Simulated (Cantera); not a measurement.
## B₂O₃ + H₂ + O₂ (boron, boron nitride and boron oxide)

Input: 1 mol B₂O₃, 1.6 mol H₂, 0.00024 mol O₂, at 0.0220 bar.

These are equilibrium values from Cantera (NASA tables, ideal gas, pure condensed phases), not measurements of a reactor. Candidate condensed phases: B, B₂O₃, B₃O₃H₃, H₂O; 23 gas species. Equilibrium is a limit: real reactors are often held back by kinetics, nucleation or transport.

From 1648 K to 1798 K the condensed part is B₂O₃(l). From 1848 K to 2248 K nothing is condensed. The main B-bearing gas is B₂O₃ throughout.

| T (K) | log p H₂ | log p B₂O₃ | log p HBO₂ | log p HBO | log p BO | log p H | log p B₂O₂ | log p H₂O | n B₂O₃(l) |
|---|---|---|---|---|---|---|---|---|---|
| 1648 | -1.68 | -3.47 | -3.37 | -3.41 | -5.29 | -4.89 | -4.43 | -4.54 | 0.941 |
| 1698 | -1.70 | -3.12 | -3.16 | -3.23 | -4.92 | -4.69 | -4.10 | -4.42 | 0.884 |
| 1748 | -1.74 | -2.79 | -2.96 | -3.08 | -4.57 | -4.51 | -3.80 | -4.31 | 0.770 |
| 1798 | -1.81 | -2.48 | -2.79 | -2.96 | -4.26 | -4.36 | -3.53 | -4.23 | 0.525 |
| 1848 | -1.93 | -2.21 | -2.66 | -2.90 | -3.98 | -4.24 | -3.32 | -4.20 | 0 |
| 1898 | -1.94 | -2.22 | -2.64 | -2.88 | -3.81 | -4.08 | -3.32 | -4.12 | 0 |
| 1948 | -1.94 | -2.23 | -2.62 | -2.86 | -3.66 | -3.92 | -3.32 | -4.04 | 0 |
| 1998 | -1.95 | -2.24 | -2.61 | -2.85 | -3.51 | -3.77 | -3.32 | -3.96 | 0 |
| 2048 | -1.95 | -2.25 | -2.59 | -2.84 | -3.37 | -3.63 | -3.33 | -3.89 | 0 |
| 2098 | -1.96 | -2.26 | -2.58 | -2.84 | -3.25 | -3.49 | -3.34 | -3.82 | 0 |
| 2148 | -1.97 | -2.27 | -2.57 | -2.84 | -3.13 | -3.37 | -3.36 | -3.75 | 0 |
| 2198 | -1.98 | -2.29 | -2.56 | -2.84 | -3.02 | -3.24 | -3.38 | -3.68 | 0 |
| 2248 | -1.99 | -2.31 | -2.54 | -2.85 | -2.92 | -3.13 | -3.41 | -3.61 | 0 |
log p: log10 of the partial pressure in bar; n: condensed amount in mol.
